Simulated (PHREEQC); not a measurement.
A column of 0.1 m (40 cells, dispersivity 0.005 m, 60 s a shift, diffusion coefficient 3e-10 m²/s) holds 0.018 eq of the database's cation exchanger X per kg of pore water, first in equilibrium with 2.4 mmol/kgw KBr, 6 mmol/kgw KCl, 2.3 mmol/kgw NaCl and 0.01 mmol/kgw HCl. It is flushed with 2.8 mmol/kgw NaCl, 5.1 mmol/kgw MgSO4, 9.9 mmol/kgw CaCl2 and 0.01 mmol/kgw HCl, at 25 °C. Values are for the last cell. No CO2 enters from the air. Precipitation was switched off in this run.

The series has 33 steps of pore volumes, from 0 to 4.013.

All values are PHREEQC results (ion-association model, phreeqc.dat), not measurements.

**Question.** After how many pore volumes does Ca at the outlet first reach half of its feed value?

**Answer.** By 1.6 pore volumes.

**Question.** After how many pore volumes does Mg at the outlet first reach half of its feed value?

**Answer.** By 1.4 pore volumes.

**Question.** After how many pore volumes does S at the outlet first reach half of its feed value?

**Answer.** By 1.0 pore volumes.
